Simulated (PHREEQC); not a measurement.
PHREEQC input (ion-association model, phreeqc.dat):

```
SOLUTION 0
  temp 15
  units mmol/kgw
  pH 7 charge
  Cl 24.61
  K 22
  Cd 1.3
  O(0) 1 O2(g) -0.68
SOLUTION 1-40
  temp 15
  units mmol/kgw
  pH 7 charge
  Cl 3.07
  Li 0.5
  Pb 0.13
  K 2.3
  O(0) 1 O2(g) -0.68
END
EXCHANGE 1-40
  X 0.045
  -equilibrate 1
END
SELECTED_OUTPUT 1
  -reset false
  -pH true
  -pe true
  -ionic_strength true
  -water true
  -step true
  -totals Cd Cl K Li Pb
  -molalities PbX2 CdX2 LiX KX
  -saturation_indices Sylvite Cd(OH)2 Pb(OH)2
PRINT
  -reset false
TRANSPORT
  -cells 40
  -shifts 240
  -lengths 0.0125
  -time_step 3600
  -dispersivities 0.04
  -boundary_conditions flux flux
  -correct_disp true
  -punch_cells 40
  -punch_frequency 8
END
```

Selected output (columns that matter, 10 of 31 rows; pore volumes added in front):

```
pore volumes	pH	mu	Cd	Cl	K	Li	Pb	m_PbX2	m_CdX2	m_LiX	m_KX	si_Sylvite	si_Cd(OH)2	si_Pb(OH)2
0	5.0155	0.0031818	0	0.00307	0.0023	0.0005	0.00013	0.015984	0	0.00042011	0.012612	-6.0537	-1000	-2.4982
0.6125	5.0052	0.0063631	7.8131e-17	0.0060042	0.0042682	0.00078629	0.00046988	0.015999	1.2109e-15	0.00035693	0.012644	-5.5167	-20.038	-2.0227
1.4125	4.9144	0.02367	0.00013374	0.021647	0.012336	0.00026037	0.0043867	0.015796	0.00017466	4.2099e-05	0.013017	-4.5781	-8.273	-1.4226
2.0125	4.9267	0.025844	0.00044737	0.024166	0.01506	5.4226e-05	0.0040739	0.014071	0.00054632	8.6937e-06	0.015757	-4.4491	-7.7549	-1.4499
2.6125	4.95	0.025773	0.00064474	0.024551	0.016915	1.0419e-05	0.0031628	0.012229	0.00087548	1.7733e-06	0.018789	-4.3888	-7.5552	-1.516
3.4125	4.9751	0.025406	0.00079662	0.024606	0.018509	1.1329e-06	0.0022465	0.010124	0.0012559	2.086e-07	0.02224	-4.3447	-7.415	-1.6145
4.0125	4.9891	0.025197	0.0008742	0.02461	0.019295	2.1547e-07	0.0017779	0.0088157	0.0015138	4.165e-08	0.024341	-4.3244	-7.3474	-1.6881
4.6125	5	0.025042	0.00093585	0.02461	0.019863	4.1276e-08	0.0014326	0.0076969	0.0017537	8.3104e-09	0.026099	-4.3103	-7.2965	-1.76
5.4125	5.0111	0.024891	0.0010021	0.02461	0.0204	4.6095e-09	0.0010979	0.0064397	0.002048	9.7032e-10	0.028025	-4.2973	-7.245	-1.8533
6.0125	5.0176	0.024807	0.0010432	0.02461	0.020693	8.9705e-10	0.00091014	0.0056382	0.0022501	1.9412e-10	0.029224	-4.2903	-7.2147	-1.9217
```
